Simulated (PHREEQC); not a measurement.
Consider water at 25 °C with 66 mmol/kgw Al2(SO4)3, 16 mmol/kgw CaCl2, 0.67 mmol/kgw NaHCO3 and 2 mmol/kgw NaCl. Closed to the air; pH follows from the charge balance.

Computed with PHREEQC (ion-association model, wateq4f.dat).

Precipitation was switched off in this run.

Problem. What pH does the model give?

Solution. pH 4.15.

Problem. In which forms is Al present?

Solution. AlSO4+ 65 %, Al(SO4)2- 24 %, Al+3 11 %, AlOH+2 0.6 % of the Al.

Examples of supersaturated solids here: Basaluminite, Gypsum. Others may be too. Species that the database lacks are ignored.
